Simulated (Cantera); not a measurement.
Thermodynamics of carbothermic reduction, feed Fe2O3 + CH4 + CO

Input: 1 mol Fe2O3, 0.41 mol CH4, 0.19 mol CO, at 1.33 mbar.

Cantera equilibrium calculation (NASA polynomials, part measured and part estimated; ideal gas, pure solids and liquids). Candidate condensed phases: C, C6H6, C7H8, C8H18, Fe, Fe(CO)5, FeO, Fe(OH)2, Fe(OH)3, Fe2O3, Fe3O4, H2O; 114 gas species. The tables' stoichiometric FeO is somewhat more stable than real wüstite, so its field is too wide. FeO: taken at fixed stoichiometry. Rates play no part.

```json
[
 {"T (K)": "1425", "x H2O": "0.287", "x CO": "0.294", "x H2": "0.290", "x CO2": "0.128", "x Fe": "8.18e-6", "n FeO(s)": "2.00", "n FeO(l)": "0"},
 {"T (K)": "1475", "x H2O": "0.292", "x CO": "0.299", "x H2": "0.285", "x CO2": "0.123", "x Fe": "2.61e-5", "n FeO(s)": "2.00", "n FeO(l)": "0"},
 {"T (K)": "1525", "x H2O": "0.296", "x CO": "0.303", "x H2": "0.281", "x CO2": "0.119", "x Fe": "7.70e-5", "n FeO(s)": "2.00", "n FeO(l)": "0"},
 {"T (K)": "1575", "x H2O": "0.300", "x CO": "0.307", "x H2": "0.276", "x CO2": "0.115", "x Fe": "0.000212", "n FeO(s)": "2.00", "n FeO(l)": "0"},
 {"T (K)": "1625", "x H2O": "0.304", "x CO": "0.311", "x H2": "0.272", "x CO2": "0.112", "x Fe": "0.000544", "n FeO(s)": "2.00", "n FeO(l)": "0"},
 {"T (K)": "1675", "x H2O": "0.307", "x CO": "0.313", "x H2": "0.268", "x CO2": "0.108", "x Fe": "0.00128", "n FeO(s)": "0", "n FeO(l)": "2.00"},
 {"T (K)": "1725", "x H2O": "0.311", "x CO": "0.315", "x H2": "0.263", "x CO2": "0.106", "x Fe": "0.00279", "n FeO(s)": "0", "n FeO(l)": "2.00"},
 {"T (K)": "1775", "x H2O": "0.314", "x CO": "0.315", "x H2": "0.257", "x CO2": "0.104", "x Fe": "0.00573", "n FeO(s)": "0", "n FeO(l)": "1.99"},
 {"T (K)": "1825", "x H2O": "0.318", "x CO": "0.314", "x H2": "0.248", "x CO2": "0.102", "x Fe": "0.0112", "n FeO(s)": "0", "n FeO(l)": "1.98"},
 {"T (K)": "1875", "x H2O": "0.322", "x CO": "0.309", "x H2": "0.236", "x CO2": "0.102", "x Fe": "0.0205", "n FeO(s)": "0", "n FeO(l)": "1.97"}
]
```
x: gas mole fraction; n: condensed amount in mol.

From 1425 K to 1625 K the condensed part is FeO(s). From 1675 K to 1875 K the condensed part is FeO(l). The main Fe-bearing gas is Fe throughout.
